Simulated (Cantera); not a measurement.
# Thermodynamics of hydrogen reduction and annealing atmospheres, feed Nb₂O₅ + H₂ + H₂O

Charge: 1 mol Nb₂O₅, 18 mol H₂, 1.4 mol H₂O, held at 1.35 Torr.

Equilibrium computed with Cantera from the NASA thermochemical tables; the gas is ideal and each condensed phase is pure. Candidate condensed phases: H₂O, Nb, NbO, NbO₂, Nb₂O₅; 12 gas species. Mutual solubility and eutectic melting of coexisting phases are not modelled. Condensed phases not in the tables: the oxides between NbO₂ and Nb₂O₅. Equilibrium is a limit: real reactors are often held back by kinetics, nucleation or transport.

From 602 °C to 1052 °C the condensed part is Nb₂O₅(s). At 1202 °C the condensed part is NbO₂(s) + Nb₂O₅(s). From 1352 °C to 1802 °C the condensed part is NbO₂(s).

```
T (°C)   x H₂   x H₂O       x H    x NbO₂      x OH  n Nb₂O₅(s)  n NbO₂(s)
------  -----  ------  --------  --------  --------  ----------  ---------
602     0.928  0.0722   1.14e-9    <1e-12    <1e-12        1.00          0
752     0.928  0.0722   9.89e-8    <1e-12  2.05e-11        1.00          0
902     0.928  0.0722   2.78e-6    <1e-12   1.51e-9        1.00          0
1052    0.928  0.0722   3.71e-5  6.49e-11   4.21e-8        1.00          0
1202    0.921  0.0787  0.000293   1.59e-8   6.57e-7       0.874      0.252
1352    0.875   0.124   0.00156   1.08e-6   9.25e-6           0       2.00
1502    0.870   0.123   0.00636   3.50e-5   5.61e-5           0       2.00
1652    0.856   0.122    0.0209  0.000647  0.000257           0       1.99
1802    0.816   0.118    0.0567   0.00771  0.000938           0       1.84
```
x: gas mole fraction; n: condensed amount in mol.
